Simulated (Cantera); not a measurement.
Hydrocarbon pyrolysis for carbon deposition

A perfectly stirred reactor is fed with C2H6 : N2 = 1 : 140 (molar parts), at 6.45 Torr; it is held at 1325 K, and followed from long to short residence time.

Cantera simulation using GRI-Mech 3.0 (53 species, 325 reactions); the numbers are that mechanism's predictions, not measurements. GRI-Mech 3.0 stops at C3 and has no aromatics, soot or wall deposition, so with more carbon than oxygen in the feed, carbon stays in small species such as C2H2 where larger ones or solid carbon would form. Radical loss at walls, strong at low pressure, is not modelled.

```csv
τ (s),x C2H6,x H2,x HCN,x H,x C2H2
0.66,0.000618,0.00831,3.11e-7,3.31e-5,0.00353
0.32,0.00116,0.00674,2.36e-7,3.29e-5,0.00235
0.15,0.00217,0.00491,1.68e-7,3.06e-5,0.00119
0.073,0.00356,0.00317,1.12e-7,2.64e-5,0.000446
0.035,0.00509,0.00165,6.64e-8,2.07e-5,0.000107
0.017,0.00620,0.000665,3.10e-8,1.42e-5,1.60e-5
0.0081,0.00679,0.000188,8.01e-9,7.73e-6,1.24e-6
0.0039,0.00700,3.52e-5,6.18e-10,2.93e-6,4.81e-8
0.0019,0.00706,4.53e-6,9.79e-12,7.66e-7,1.14e-9
0.00090,0.00708,4.52e-7,<1e-12,1.61e-7,2.73e-11
```
x: mole fraction; the columns are a selection and need not sum to one.
